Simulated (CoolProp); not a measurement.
Values from CoolProp's reference Helmholtz-energy equation of state, Thol 2015.

Question: Give the vapour pressure (MPa), liquid density (kg/m³), vapour density (kg/m³), enthalpy of vaporisation (kJ/kg) of saturated octamethylcyclotetrasiloxane (D4) at 280.95 °C.

Answer: 
| T (°C) | p (MPa) | liquid density (kg/m³) | vapour density (kg/m³) | enthalpy of vaporisation (kJ/kg) |
|---|---|---|---|---|
| 280.95 | 0.816 | 569 | 83.6 | 73.4 |
